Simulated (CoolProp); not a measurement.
Vapour pressure (bar) of n-undecane: the reference equation beside estimates from Tc = 365.7 °C, pc = 19.90 bar, ω = 0.539. Clausius-Clapeyron is anchored at 146.45 °C with a constant enthalpy of vaporisation of 45.97 kJ/mol.

The numbers come from the reference Helmholtz-energy equation of state, Aleksandrov 2011 in CoolProp. It is a short technical equation, of lower accuracy than the large ones.

```tsv
T (°C)	reference	Clausius-Clapeyron	Peng-Robinson
132.95	0.1604	0.1631	0.1632
139.65	0.2019	0.2034	0.2052
146.45	0.2527	0.2527	0.2566
153.15	0.3125	0.3109	0.3170
159.85	0.3832	0.3800	0.3885
166.65	0.4677	0.4629	0.4740
173.35	0.5649	0.5590	0.5725
180.05	0.6777	0.6713	0.6869
186.85	0.8097	0.8040	0.8209
193.55	0.9589	0.9554	0.9726
200.25	1.129	1.130	1.146
207.05	1.325	1.333	1.346
213.75	1.544	1.562	1.569
```

Absolute difference from the reference over all 13 rows, mean and median: Clausius-Clapeyron 0.7 and 0.7 %, Peng-Robinson 1.5 and 1.4 %.
